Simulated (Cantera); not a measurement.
Charge: 1 mol CH3Cl, 0.4 mol CH4, 1.2 mol H2, 1.6 mol HCl, at 1.00 bar.

Method: chemical equilibrium by Gibbs-energy minimisation in Cantera with the NASA 1993 tables (ideal gas, pure condensed phases). Candidate condensed phases: C, C6H6, C7H8, C8H18; 103 gas species. Ions and electrons are included (thermal ionisation). The numbers say what is thermodynamically allowed, not how fast it happens.

### Question
What share of the C ends up in condensed phases as a function of T (K), at 2000, 2500, 3000, 3500, 4000, 4500, 5000?

### Answer
| T (K) | C condensed (%) | as |
|---|---|---|
| 2000 | 99.6 | C(graphite) |
| 2500 | 95.3 | C(graphite) |
| 3000 | 72.8 | C(graphite) |
| 3500 | 0.0 | - |
| 4000 | 0.0 | - |
| 4500 | 0.0 | - |
| 5000 | 0.0 | - |
